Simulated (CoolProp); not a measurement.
Saturation properties of n-octane (Tc = 295.6 °C, pc = 2.484 MPa, ω = 0.398).

Values from CoolProp's reference Helmholtz-energy equation of state, Beckmüller 2019.

```json
[
 {"T (°C)": "26.85", "p (MPa)": "0.002078", "enthalpy of vaporisation (kJ/kg)": "362.3", "liquid cp (kJ/(kg K))": "2.234", "vapour viscosity (µPa s)": "5.76", "liquid conductivity (mW/(m K))": "124"},
 {"T (°C)": "55.95", "p (MPa)": "0.008794", "enthalpy of vaporisation (kJ/kg)": "345.3", "liquid cp (kJ/(kg K))": "2.346", "vapour viscosity (µPa s)": "6.29", "liquid conductivity (mW/(m K))": "115"},
 {"T (°C)": "85.15", "p (MPa)": "0.02819", "enthalpy of vaporisation (kJ/kg)": "327.7", "liquid cp (kJ/(kg K))": "2.466", "vapour viscosity (µPa s)": "6.81", "liquid conductivity (mW/(m K))": "107"},
 {"T (°C)": "114.35", "p (MPa)": "0.07325", "enthalpy of vaporisation (kJ/kg)": "309.1", "liquid cp (kJ/(kg K))": "2.596", "vapour viscosity (µPa s)": "7.33", "liquid conductivity (mW/(m K))": "99.4"},
 {"T (°C)": "143.45", "p (MPa)": "0.1620", "enthalpy of vaporisation (kJ/kg)": "288.8", "liquid cp (kJ/(kg K))": "2.732", "vapour viscosity (µPa s)": "7.85", "liquid conductivity (mW/(m K))": "92.1"},
 {"T (°C)": "172.65", "p (MPa)": "0.3186", "enthalpy of vaporisation (kJ/kg)": "265.9", "liquid cp (kJ/(kg K))": "2.881", "vapour viscosity (µPa s)": "8.44", "liquid conductivity (mW/(m K))": "85.2"},
 {"T (°C)": "201.75", "p (MPa)": "0.5697", "enthalpy of vaporisation (kJ/kg)": "239.2", "liquid cp (kJ/(kg K))": "3.051", "vapour viscosity (µPa s)": "9.17", "liquid conductivity (mW/(m K))": "78.6"},
 {"T (°C)": "230.95", "p (MPa)": "0.9501", "enthalpy of vaporisation (kJ/kg)": "206.3", "liquid cp (kJ/(kg K))": "3.273", "vapour viscosity (µPa s)": "10.2", "liquid conductivity (mW/(m K))": "72.3"},
 {"T (°C)": "260.05", "p (MPa)": "1.497", "enthalpy of vaporisation (kJ/kg)": "162.3", "liquid cp (kJ/(kg K))": "3.666", "vapour viscosity (µPa s)": "12.1", "liquid conductivity (mW/(m K))": "66.4"}
]
```

It boils at 125.6 °C under 1 atm.

Viscosity comes from a separate model (Huber 2004). Thermal conductivity comes from a separate model (Huber 2005).
